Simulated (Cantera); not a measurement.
B + NH3 (boron, boron nitride and boron oxide)

A closed system holds: 1 mol B, 0.15 mol NH3, at 1848.15 K.

These are equilibrium values from Cantera (NASA tables, ideal gas, pure condensed phases), not measurements of a reactor. Candidate condensed phases: B, BN; 15 gas species. Mutual solubility and eutectic melting of coexisting phases are not modelled. The tables' values for BH2 are old estimates; treat these amounts as uncertain. Gases not in the tables: B2H6 and higher boranes. Kinetics and transport are ignored.

From 0.000100 bar to 1.00 bar the condensed part is B(s) + BN(s).

```
P (Pa)   x H2      x N2       x H     x BH2      x B  n B(s)  n BN(s)
------  -----  --------  --------  --------  -------  ------  -------
10      0.850     0.101    0.0489  0.000154  8.62e-5   0.902   0.0980
28      0.933    0.0361    0.0306  0.000170  3.08e-5   0.867    0.133
77      0.968    0.0131    0.0188  0.000176  1.12e-5   0.856    0.144
220     0.984   0.00460    0.0112  0.000179  3.92e-6   0.852    0.148
600     0.991   0.00169   0.00682  0.000180  1.44e-6   0.851    0.149
1700    0.995  0.000595   0.00406  0.000181  5.07e-7   0.850    0.150
4600    0.997  0.000220   0.00247  0.000181  1.87e-7   0.850    0.150
13000   0.998   7.78e-5   0.00147  0.000181  6.63e-8   0.850    0.150
36000   0.999   2.81e-5  0.000884  0.000182  2.39e-8   0.850    0.150
100000  0.999   1.01e-5  0.000531  0.000182  8.62e-9   0.850    0.150
```
x: gas mole fraction; n: condensed amount in mol.
